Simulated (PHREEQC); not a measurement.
**Acid rinse or clean: an equilibrium model**

Solution (6.4 °C): 0.0082 mol/kgw HCl and 0.028 mol/kgw AlCl3. Closed to the air; pH follows from the charge balance.

Computed with PHREEQC (ion-association model, wateq4f.dat).

Each row changes one thing in this solution. This is a speciation only: nothing precipitates in the calculation.

| case | pH | ionic strength (mol/kgw) |
|---|---|---|
| as made | 2.18 | 0.176 |
| AlCl3 left out | [?] | 0.00820 |
| temperature from 6.4 to 50 °C | 2.18 | 0.176 |
| HCl from 0.0082 to 0.00738 mol/kgw | 2.23 | 0.175 |
| diluted 2-fold with water | 2.46 | 0.0881 |
| HCl from 0.0082 to 0.041 mol/kgw | 1.48 | 0.209 |
| AlCl3 replaced by Al2(SO4)3 at the same molality | [?] | 0.116 |
| AlCl3 replaced by CdCl2 at the same molality | [?] | 0.0532 |
| HCl replaced by CsCl at the same molality | 3.78 | 0.176 |

Question: Fill in the missing entries.

Answer: 
- AlCl3 left out, pH: 2.12
- AlCl3 replaced by Al2(SO4)3 at the same molality, pH: 2.38
- AlCl3 replaced by CdCl2 at the same molality, pH: 2.15

Complexes and solids missing from the database can't appear. At this temperature some constants are extrapolated from 25 °C, and those without enthalpy data are left unchanged.
